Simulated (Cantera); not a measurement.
Feed: 1 mol Al, 19 mol N₂O, 380 mol H₂, at 800 K and 13.3 mbar.

Equilibrium computed with Cantera from the NASA thermochemical tables; the gas is ideal and each condensed phase is pure. Candidate condensed phases: Al, AlN, Al₂O₃, H₂O; 35 gas species. The numbers say what is thermodynamically allowed, not how fast it happens.

Base state: H₂ 0.909, N₂ 0.0476, H₂O 0.0439 (mole fractions); condensed: Al₂O₃(s).

Question: What changes in the equilibrium state with this change: temperature from 800 K to 1800 K?

Answer: 
```csv
species,before,after
H₂,0.909,0.906
N₂,0.0476,0.0475
H₂O,0.0439,0.0438
H,<1e-9,0.00295
"Al₂O₃(s), mol",0.500,0.500
```
